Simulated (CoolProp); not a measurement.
A single-stage vapour-compression cycle with the fluid: evaporating at 288.15 K (dew point), condensing at 333.15 K (bubble point), superheat 8 K, subcooling 8 K, compressor efficiency 0.9, no pressure losses. The same conditions are run with several fluids, on thermodynamics alone (safety and materials aside).

Model: reference Helmholtz-energy equation of state of each fluid (R410A: Lemmon 2003; C3F8 (R218): Lemmon 2006; ammonia: Gao 2020; n-perfluoropentane: Gao 2022; CH2F2 (R32): Tillner-Roth 1997; R142b: Lemmon 2006), in CoolProp. Blends and air are pseudo-pure fits.

Question: Rank R410A, C3F8 (R218), ammonia, n-perfluoropentane, CH2F2 (R32), R142b by cooling COP, highest first.

Answer: R142b (5.00), ammonia (4.84), n-perfluoropentane (4.51), CH2F2 (R32) (4.33), R410A (4.17), C3F8 (R218) (3.64)

```
fluid               pressure ratio  discharge temperature (K)  refrigerating effect (kJ/kg)  volumetric capacity (kJ/m³)
------------------  --------------  -------------------------  ----------------------------  ---------------------------
R410A                         3.06                      361.9                           147                         6720
C3F8 (R218)                   3.09                      333.7                          44.6                         2680
ammonia                       3.59                      403.5                          1050                         5770
n-perfluoropentane            4.75                      333.2                          61.7                          434
CH2F2 (R32)                   3.07                      376.8                           227                         7520
R142b                         3.57                      345.0                           166                         1790
```

The compression ends wet for: n-perfluoropentane.
